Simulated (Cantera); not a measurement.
What does this Cantera script print?

```python
import numpy as np
import cantera as ct

gas_names = [...]  # 109 gases of nasa_gas.yaml made of C, Cl, H, Si
cond_names = """
    C(gr) C6H6(L) C7H8(L) C8H18(L),n-octa Si(cr) Si(L) SiC(b)
""".split()


# ... load() reads the species with a 1 bar reference pressure and builds the phases ...
atoms = {
    'CH3SiCl3': {'C': 1, 'H': 3, 'Si': 1, 'CL': 3},
    'C2H4': {'C': 2, 'H': 4},
    'H2': {'H': 2},
}
top_T = {'C(gr)': 4500, 'SiC(b)': 3050}  # K; cautious upper limits of use, not melting points


# ... equilibrate(T, P, feed) seeds the gas with the atoms and calls Mixture.equilibrate('TP', solver="vcs", rtol=1e-11, max_steps=5000) ...
results = []
T = 1598  # K
P = 13332.2  # Pa
for m in [4.3, 7.4, 13, 22, 38, 66, 110, 200, 340]:
    feed = {'CH3SiCl3': 1, 'C2H4': 0.25, 'H2': m}  # mol
    mix = equilibrate(T, P, feed)
    results.append((T, P, feed, dict(zip(mix.species_names, mix.species_moles))))

top = {s: max(r[3][s] / sum(r[3][g] for g in gas_names) for r in results) for s in gas_names}
cols = sorted((s for s in top if top[s] > 0.001), key=lambda s: -top[s])[:6]
seen = [c for c in cond_names if any(r[3].get(c, 0) > 1e-12 for r in results)]
print("log10 of partial pressures in bar; condensed amounts in mol")
print(f"{'n(H2)':>10s}" + "".join(f"{s[:9]:>10s}" for s in cols + seen))
for T, P, feed, n in results:
    ng = sum(n[g] for g in gas_names)
    print(f"{feed['H2']:10.4g}" + "".join(f"{np.log10(max(n[s] / ng * P / 1e5, 1e-99)):10.3f}" for s in cols)
          + "".join(f"{n.get(c, 0):10.4g}" for c in seen))
```

Output:

```
log10 of partial pressures in bar; condensed amounts in mol
     n(H2)        H2       HCL     SiCL2     SiCL3     C(gr)    SiC(b)
       4.3    -1.077    -1.318    -3.004    -3.643    0.5798    0.9193
       7.4    -1.012    -1.451    -3.334    -4.139    0.5454    0.9529
        13    -0.961    -1.624    -3.730    -4.733    0.5231    0.9737
        22    -0.929    -1.809    -4.133    -5.338    0.5097    0.9847
        38    -0.908    -2.019    -4.574    -5.999    0.4988    0.9913
        66    -0.894    -2.241    -5.033    -6.687    0.4873     0.995
       110    -0.887    -2.454    -5.465    -7.336    0.4733     0.997
       200    -0.882    -2.707    -5.977    -8.103    0.4472    0.9984
       340    -0.879    -2.934    -6.434    -8.788    0.4081     0.999
```

Method: chemical equilibrium by Gibbs-energy minimisation in Cantera with the NASA 1993 tables (ideal gas, pure condensed phases). The feed counts by its element totals alone. The tables' values for SiCl3 are old estimates; treat these amounts as uncertain.
